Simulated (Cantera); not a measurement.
Cantera run:

```python
import numpy as np
import cantera as ct

gas_names = [...]  # 109 gases of nasa_gas.yaml made of C, Cl, H, Si
cond_names = """
    C(gr) C6H6(L) C7H8(L) C8H18(L),n-octa Si(cr) Si(L) SiC(b)
""".split()


# ... load() reads the species with a 1 bar reference pressure and builds the phases ...
atoms = {
    'CH3SiCl3': {'C': 1, 'H': 3, 'Si': 1, 'CL': 3},
    'C3H8': {'C': 3, 'H': 8},
    'H2': {'H': 2},
}
top_T = {'C(gr)': 4500, 'SiC(b)': 3050}  # K; cautious upper limits of use, not melting points


# ... equilibrate(T, P, feed) seeds the gas with the atoms and calls Mixture.equilibrate('TP', solver="vcs", rtol=1e-11, max_steps=5000) ...
results = []
feed = {'CH3SiCl3': 1, 'C3H8': 0.064, 'H2': 900}  # mol
T = 1848.15  # K
P = 1000  # Pa
mix = equilibrate(T, P, feed)
results.append((T, P, feed, dict(zip(mix.species_names, mix.species_moles))))
print(gas.report(threshold=0.001))
for i in range(1, mix.n_phases):
    print(f"{mix.phase(i).name:16s} {mix.phase_moles(i):12.5e} mol")
```

It prints:

```
       temperature   1848.2 K
          pressure   1000 Pa
           density   0.00013853 kg/m^3
  mean mol. weight   2.1286 kg/kmol
   phase of matter   gas

                          1 kg             1 kmol
                     ---------------   ---------------
          enthalpy        2.2856e+07        4.8653e+07  J
   internal energy        1.5638e+07        3.3287e+07  J
           entropy         1.055e+05        2.2458e+05  J/K
    Gibbs function       -1.7213e+08        -3.664e+08  J
 heat capacity c_p             15791             33614  J/K
 heat capacity c_v             11885             25299  J/K

                      mass frac. Y      mole frac. X     chem. pot. / RT
                     ---------------   ---------------   ---------------
                 H         0.0025027         0.0052851           -11.923
               HCL          0.056447         0.0032957           -42.381
                H2           0.93879           0.99125           -23.846
     [ +106 minor]         0.0022565        0.00017322

C(gr)             0.00000e+00 mol
Si(L)             0.00000e+00 mol
SiC(b)            9.68468e-01 mol
```

Equilibrium computed with Cantera from the NASA thermochemical tables; the gas is ideal and each condensed phase is pure. The feed counts by its element totals alone.
